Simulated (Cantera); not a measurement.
Counterflow diffusion flame

A counterflow diffusion flame at 1.01 bar, nozzles 20 mm apart: fuel side 66.0 % CO, 3.63 % H₂, 30.4 % CH₄ at 350 K, oxidiser side 21.0 % O₂, 79.0 % N₂ at 800 K, fuel mass flux 1.4 times the oxidiser's; mixture-averaged transport, no radiation.

Computed with Cantera and GRI-Mech 3.0 (53 species, 325 reactions). GRI-Mech 3.0 has no aromatics or soot, which form on the fuel side of real flames. The maximum strain rate includes the flame's own expansion and is several times the mean.

```csv
oxidiser flux (kg/m²/s),max strain (1/s),mean strain (1/s),T max (K),peak x OH,peak x H,peak x NO,peak x CO,peak x C₂H₂
0.61,488,122,2172,0.00965,0.00645,0.000274,0.660,0.00744
0.77,606,154,2155,0.00955,0.00673,0.000252,0.660,0.00728
0.99,767,198,2139,0.00945,0.00703,0.000228,0.660,0.00710
1.3,993,259,2123,0.00936,0.00736,0.000205,0.660,0.00695
1.6,1210,319,2110,0.00924,0.00759,0.000185,0.660,0.00676
2,1490,399,2094,0.00907,0.00781,0.000164,0.660,0.00649
2.6,1920,519,2074,0.00882,0.00802,0.000139,0.660,0.00612
3.3,2400,659,2054,0.00854,0.00815,0.000117,0.660,0.00568
4.2,3020,838,2031,0.00818,0.00819,9.41e-5,0.660,0.00512
```
x: mole fraction; the columns are a selection and need not sum to one.
